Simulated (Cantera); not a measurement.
Charge: 1 mol LiOH, 0.13 mol H2O, 0.75 mol O2, held at 100000 Pa.

Cantera equilibrium calculation (NASA polynomials, part measured and part estimated; ideal gas, pure solids and liquids). Candidate condensed phases: H2O, Li, LiH, LiOH, Li2O; 17 gas species. The numbers say what is thermodynamically allowed, not how fast it happens. All values below are at 1475 K.

Base state: O2 0.539, H2O 0.444, LiOH 0.0161, Li2(OH)2 0.000455, OH 0.000167 (mole fractions); condensed: Li2O(s).

What changes in the equilibrium state with this change: LiOH replaced by MgCO3?


| species | before | after |
|---|---|---|
| CO2 | 0 | 0.532 |
| O2 | 0.539 | 0.399 |
| H2O | 0.444 | 0.0691 |
| LiOH | 0.0161 | 0 |
| Li2(OH)2 | 0.000455 | 0 |
| OH | 0.000167 | 6.12e-5 |
| Li2O(s), mol | 0.488 | 0 |
| MgO(s), mol | 0 | 1.00 |
Further candidate phases: C, C6H6, C7H8, C8H18, Mg, MgCO3, MgO, Mg(OH)2.
